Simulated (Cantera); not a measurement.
Input: 1 mol MgF2, 0.9 mol O2, a varied amount of N2, equilibrated at 74.0 Pa.

Method: chemical equilibrium by Gibbs-energy minimisation in Cantera with the NASA 1993 tables (ideal gas, pure condensed phases). Candidate condensed phases: Mg, MgF2, MgO; 24 gas species. The numbers say what is thermodynamically allowed, not how fast it happens.

Q: What condenses at these points (T in K, n(N2) in mol): (1875, 15); (1525, 260); (1425, 47); (1575, 83); (1775, 47); (1775, 83)?

A: 
```
T (K)  n(N2) in mol  condensed phases  Mg condensed (%)
-----  ------------  ----------------  ----------------
1875             15          gas only               0.0
1525            260               MgO               0.0
1425             47              MgF2              24.3
1575             83               MgO               0.0
1775             47          gas only               0.0
1775             83          gas only               0.0
```
